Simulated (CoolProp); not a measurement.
Values from CoolProp's reference Helmholtz-energy equation of state, Lemmon 2006. It is a short technical equation, of lower accuracy than the large ones.

Question: For carbonyl sulfide, give the phase and the density (kg/m³), cv (kJ/(kg K)), speed of sound (m/s), Joule-Thomson coefficient (K/MPa) at -30.95 °C and 7.63 MPa; 36.85 °C and 7.63 MPa; 50.45 °C and 7.63 MPa.

Answer: 
- -30.95 °C and 7.63 MPa: liquid; density 1150, cv 0.705, speed of sound 986, Joule-Thomson coefficient -0.405
- 36.85 °C and 7.63 MPa: liquid; density 982, cv 0.710, speed of sound 679, Joule-Thomson coefficient -0.0775
- 50.45 °C and 7.63 MPa: liquid; density 941, cv 0.714, speed of sound 614, Joule-Thomson coefficient 0.0617
